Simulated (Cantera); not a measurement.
Input: 1 mol Ca(OH)2, 0.38 mol C, 6.8 mol O2, held at 2.40 bar.

These are equilibrium values from Cantera (NASA tables, ideal gas, pure condensed phases), not measurements of a reactor. Candidate condensed phases: C, C6H6, C7H8, C8H18, Ca, CaCO3, CaO, Ca(OH)2, H2O; 115 gas species. The numbers say what is thermodynamically allowed, not how fast it happens.

x: gas mole fraction; n: condensed amount in mol.

```csv
T (°C),x O2,x H2O,x CO2,x OH,n CaCO3(calcite),n Ca(OH)2(s),n CaO(s)
252,0.944,0.0559,5.39e-8,<1e-12,0.380,0.620,0
277,0.944,0.0559,1.13e-7,<1e-12,0.380,0.620,0
302,0.944,0.0559,2.22e-7,<1e-12,0.380,0.620,0
327,0.944,0.0559,4.13e-7,<1e-12,0.380,0.620,0
352,0.944,0.0559,7.34e-7,<1e-12,0.380,0.620,0
377,0.944,0.0559,1.25e-6,___,0.380,0.620,0
402,0.944,0.0559,2.05e-6,___,0.380,0.620,0
427,0.944,0.0559,3.24e-6,___,0.380,0.620,0
452,0.902,0.0977,8.72e-6,___,0.380,0.305,0.315
477,0.865,0.135,2.28e-5,___,0.380,0,0.620
502,0.865,0.135,5.59e-5,___,0.380,0,0.620
527,0.865,0.135,0.000130,___,0.379,0,0.621
552,0.865,0.135,0.000285,___,0.378,0,0.622
577,0.865,0.135,0.000598,___,0.376,0,0.624
```

### Question
Fill in the missing entries.

### Answer

- 377, x OH: 2.77e-12
- 402, x OH: 8.39e-12
- 427, x OH: 2.35e-11
- 452, x OH: 8.02e-11
- 477, x OH: 2.28e-10
- 502, x OH: 5.28e-10
- 527, x OH: 1.16e-9
- 552, x OH: 2.43e-9
- 577, x OH: 4.86e-9
